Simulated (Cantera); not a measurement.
What does this Cantera script print?

```python
import numpy as np
import cantera as ct

gas_names = """
    CL CL2 H HCL H2 N NH NH2 NH3 N2 N2H2 N2H4 Si SiCL SiCL2 SiCL3 SiCL4 SiH SiHCL3 SiH2 SiH2CL2 SiH3
    SiH3CL SiH4 SiN Si2 Si2N Si3
""".split()
cond_names = """
    NH4CL(a) NH4CL(b) Si(cr) Si(L) Si3N4(a)
""".split()


# ... load() reads the species with a 1 bar reference pressure and builds the phases ...
atoms = {
    'SiH2Cl2': {'Si': 1, 'H': 2, 'CL': 2},
    'N2': {'N': 2},
}
top_T = {'Si3N4(a)': 2400}  # K; cautious upper limits of use, not melting points


# ... equilibrate(T, P, feed) seeds the gas with the atoms and calls Mixture.equilibrate('TP', solver="vcs", rtol=1e-11, max_steps=5000) ...
results = []
feed = {'SiH2Cl2': 1, 'N2': 25}  # mol
P = 10000  # Pa
for T in [1400, 1450, 1500, 1550, 1600, 1650, 1700, 1750]:
    mix = equilibrate(T, P, feed)
    results.append((T, P, feed, dict(zip(mix.species_names, mix.species_moles))))

top = {s: max(r[3][s] / sum(r[3][g] for g in gas_names) for r in results) for s in gas_names}
cols = sorted((s for s in top if top[s] > 1e-05), key=lambda s: -top[s])[:8]
seen = [c for c in cond_names if any(r[3].get(c, 0) > 1e-12 for r in results)]
print("log10 of partial pressures in bar; condensed amounts in mol")
print(f"{'T/K':>10s}" + "".join(f"{s[:9]:>10s}" for s in cols + seen))
for T, P, feed, n in results:
    ng = sum(n[g] for g in gas_names)
    print(f"{T:10.4g}" + "".join(f"{np.log10(max(n[s] / ng * P / 1e5, 1e-99)):10.3f}" for s in cols)
          + "".join(f"{n.get(c, 0):10.4g}" for c in seen))
```

Output:

```
log10 of partial pressures in bar; condensed amounts in mol
       T/K        N2       HCL        H2     SiCL2     SiCL4     SiCL3        CL         H  Si3N4(a)
      1400    -1.032    -2.262    -2.974    -3.887    -3.417    -3.966    -6.173    -6.800    0.2784
      1450    -1.032    -2.269    -2.958    -3.580    -3.516    -3.829    -5.903    -6.503      0.27
      1500    -1.033    -2.283    -2.929    -3.325    -3.667    -3.747    -5.667    -6.219    0.2565
      1550    -1.033    -2.306    -2.885    -3.123    -3.882    -3.725    -5.463    -5.944    0.2383
      1600    -1.033    -2.339    -2.831    -2.970    -4.156    -3.759    -5.290    -5.680    0.2168
      1650    -1.033    -2.382    -2.774    -2.857    -4.471    -3.835    -5.142    -5.429    0.1939
      1700    -1.034    -2.432    -2.721    -2.771    -4.809    -3.937    -5.013    -5.192    0.1711
      1750    -1.034    -2.489    -2.674    -2.706    -5.156    -4.056    -4.898    -4.971    0.1495
```

Method: chemical equilibrium by Gibbs-energy minimisation in Cantera with the NASA 1993 tables (ideal gas, pure condensed phases). N2 is the only nitrogen source here; it is nearly inert below about 1500 K, so the nitride shown seldom forms there in practice. The tables' values for SiCl3, SiCl are old estimates; treat these amounts as uncertain.
